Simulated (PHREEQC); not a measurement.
Make-up at 25 °C: 0.18 mol HF, 0.024 mol (CH3)4NF and 0.00016 mol H2SO4 per kg of water. Closed to the air; pH follows from the charge balance.

Model: ion-association model, phreeqc.dat, run in PHREEQC.

The ionic strength comes out as 0.0317 mol/kgw. What activity coefficients do HF2-, H+, HSO4-, F-, SO4-2 get?

HF2- 0.85, H+ 0.87, HSO4- 0.85, F- 0.84, SO4-2 0.52.

No solid was allowed to form. (CH3)4N+ isn't in the database: it is added as a free cation with an ion size of 4 Å.
